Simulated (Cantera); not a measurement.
## Adiabatic ignition

An adiabatic, constant-pressure homogeneous reactor starts with 9.04 % CH3OH, 18.5 % O2, 72.4 % N2, equivalence ratio 0.73, at 1150 K and 10.0 bar.

Computed with Cantera and GRI-Mech 3.0 (53 species, 325 reactions). GRI-Mech 3.0 was tuned for natural gas; its chemistry of methanol as a main component is partial and can be far from experiment.

```csv
t (s),T (K),x CH3OH,x O2,x H,x N2O,x H2
3.00e-6,1150,0.0904,0.185,4.10e-11,<1e-12,7.53e-9
1.03e-5,1150,0.0904,0.185,4.30e-11,<1e-12,2.72e-8
3.54e-5,1150,0.0904,0.185,4.43e-11,<1e-12,9.72e-8
0.000122,1150,0.0904,0.185,4.75e-11,1.53e-12,3.49e-7
0.000418,1150,0.0904,0.185,6.86e-11,1.79e-11,1.42e-6
0.00144,1150,0.0904,0.185,3.12e-10,2.12e-10,1.19e-5
0.00493,2514,<1e-12,0.0468,0.000336,1.57e-6,0.00156
0.0169,2502,<1e-12,0.0434,0.000316,1.60e-6,0.00153
0.0582,2502,<1e-12,0.0433,0.000315,1.60e-6,0.00153
0.200,2502,<1e-12,0.0433,0.000315,1.60e-6,0.00153
```
x: mole fraction; the columns are a selection and need not sum to one.

The time of steepest temperature rise comes out as 3.88 ms and the temperature at 0.200 s comes out as 2502 K. The equilibrium temperature is 2502 K and the x(CH3OH) at 0.200 s comes out as <1e-12 (gas-phase equilibrium <1e-12). The x(O2) at 0.200 s comes out as 0.0433 (gas-phase equilibrium 0.0433). The x(H) at 0.200 s is 0.000315 (gas-phase equilibrium 0.000315).
